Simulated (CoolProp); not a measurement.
Model: reference Helmholtz-energy equation of state, Span 1996, in CoolProp.

**Question.** For carbon dioxide, give the phase and the density (kg/m³) at 5.75 °C and 8970 kPa; 184.25 °C and 8970 kPa.

**Answer.** 
- 5.75 °C and 8970 kPa: liquid; density 937
- 184.25 °C and 8970 kPa: supercritical; density 114
